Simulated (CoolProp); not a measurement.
A simple Rankine cycle with R227EA: condensing at 293.15 K, boiler at 1.2 MPa, turbine inlet 339 K, turbine efficiency 0.65, pump efficiency 0.8, no recuperator. Each further row changes one setting.

The numbers come from the reference Helmholtz-energy equation of state, Lemmon 2016 in CoolProp.

```tsv
case	thermal efficiency (%)	net work (kJ/kg)	heat in (kJ/kg)	turbine exit temperature (K)	volume ratio over the turbine
as stated	6.3	8.95	143	[?]	3.49
turbine inlet 359 K	6.2	10.1	163	337.4	3.33
condensing temperature 285.15 K	7.4	11.2	[?]	311.0	4.57
boiler pressure 0.84 MPa	4.5	6.69	149	324.7	2.27
turbine efficiency 0.55	5.2	[?]	143	[?]	[?]
```

Question: Fill in the missing entries.

Answer: 
- as stated, turbine exit temperature (K): 315.1
- condensing temperature 285.15 K, heat in (kJ/kg): 152
- turbine efficiency 0.55, net work (kJ/kg): 7.46
- turbine efficiency 0.55, turbine exit temperature (K): 316.8
- turbine efficiency 0.55, volume ratio over the turbine: 3.51
